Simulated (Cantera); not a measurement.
Source: NASA polynomial tables (part measured, part estimated), evaluated in Cantera. Values are per mole of reaction as written; species without (g) are pure solids or liquids, kept so even where they would boil at 1 bar.

**Question.** Between 1273 and 2673 K, where is each reaction favourable under standard conditions?
- 2 Ti₃O₅ → 3 Ti₂O₃ + O(g)

**Answer.** 
- 2 Ti₃O₅ → 3 Ti₂O₃ + O(g): ΔG° is 449 kJ at 1273 K and 289 kJ at 2673 K; it stays positive (K < 1). ΔH° is 555 kJ and ΔS° 99 J/K at 2673 K.
